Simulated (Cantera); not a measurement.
A closed system holds: 1 mol borazine, 2.1 mol NH₃, 0.4 mol N₂, at 2027 °C and 100000 Pa.

Method: chemical equilibrium by Gibbs-energy minimisation in Cantera with the NASA 1993 tables (ideal gas, pure condensed phases). Candidate condensed phases: B, BN; 15 gas species. The feed counts by its element totals alone. The tables' values for BH₂ are old estimates; treat these amounts as uncertain. Kinetics and transport are ignored.

Base state: H₂ 0.801, N₂ 0.190, H 0.00866, BH₂ 0.000290 (mole fractions); condensed: BN(s).

What changes in the equilibrium state with this change: temperature from 2027 °C to 1677 °C?


```tsv
species	before	after
H₂	0.801	0.808
N₂	0.190	0.191
H	0.00866	0.00103
BH₂	0.000290	4.77e-6
BN(s), mol	3.00	3.00
```
